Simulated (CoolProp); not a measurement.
Vapour-liquid equilibrium of cyclohexane (1) + p-xylene (2) at 463.5 K; x and y are mole fractions of (1).

Values from CoolProp's multi-fluid Helmholtz-energy mixture model, Zhou 2014 and Zhou 2012; pair parameters Bell 2016.

```csv
x,bubble pressure (MPa),y at the bubble point,dew pressure at overall composition x (MPa),liquid density (mol/L)
0.05,0.3888,0.153,0.3553,6.596
0.2,0.5248,0.444,0.4061,6.662
0.35,0.6506,0.615,0.4723,6.726
0.5,0.7690,0.732,0.5610,6.791
0.65,0.8831,0.824,0.6830,6.858
0.8,0.9962,0.903,0.8512,6.926
0.95,1.112,0.976,1.070,7.000
```

No azeotrope shows between x = 0.05 and 0.95.

The pair parameters rest on a limited set of measurements; away from them the model extrapolates.
